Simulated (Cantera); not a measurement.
Charge: 1 mol Si2Cl6, 0.11 mol Cl2, 140 mol N2, equilibrated at 0.00660 bar.

These are equilibrium values from Cantera (NASA tables, ideal gas, pure condensed phases), not measurements of a reactor. Candidate condensed phases: Si, Si3N4; 13 gas species. The feed counts by its element totals alone. N2 is the only nitrogen source here; it is nearly inert below about 1500 K, so the nitride shown seldom forms there in practice. Kinetics and transport are ignored.

Over these rows the condensed part is Si3N4(s). Partial pressures as log10 of bar:

```tsv
T (K)	1000/T (1/K)	log p SiCl2	log p N2	log p SiCl4
1073	0.9320	-7.04	-2.19	-4.14
1123	0.8905	-6.44	-2.19	-4.15
1173	0.8525	-5.88	-2.19	-4.16
1223	0.8177	?	-2.19	-4.18
1273	0.7855	-4.94	-2.19	-4.23
1323	0.7559	-4.56	-2.19	-4.33
```

Question: Fit log p(SiCl2) = a + b·(1000/T) to the five rows, give the apparent enthalpy, and predict the row at 1223 K.

Answer: Means: 1000/T = 0.8433, log p = -5.772. Sxy = -0.299013, Sxx = 0.0211598, so b = -14.13 and a = -5.772 − (-14.13)×0.8433 = 6.14.
Apparent enthalpy: −19.145 × (-14.13) = 271 kJ/mol. With the condensed phases at unit activity, 1/6 Si3N4(s) + 1/2 SiCl4(g) = SiCl2(g) + 1/3 N2(g) links this pressure to the main gases: over the six rows their terms move log p by -0.10 in all, so the slope is close to that reaction's ΔH°. The five rows lie within 0.03 of the line.
Prediction at 1223 K: 6.14 + (-14.13)×0.8177 = -5.41. The computed value is -5.39, 0.02 from the line.
